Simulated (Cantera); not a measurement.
Ignition delay

Mixture: CH4 : H2 : O2 : N2 = 1 : 0.41 : 1.47 : 5.53 (molar parts), at 9.00 bar, adiabatic and at constant volume. Ignition delay is the time to a rise of 400 K.

Detailed kinetics in Cantera: GRI-Mech 3.0 (53 species, 325 reactions).

```tsv
T0 (K)	delay (ms)
1000	10.8
1050	3.61
1100	1.49
1150	0.767
1200	0.465
1250	0.308
```

```
Property                                                Result
--------------------------------------------------  ----------
apparent activation energy between 1150 and 1250 K  110 kJ/mol
```
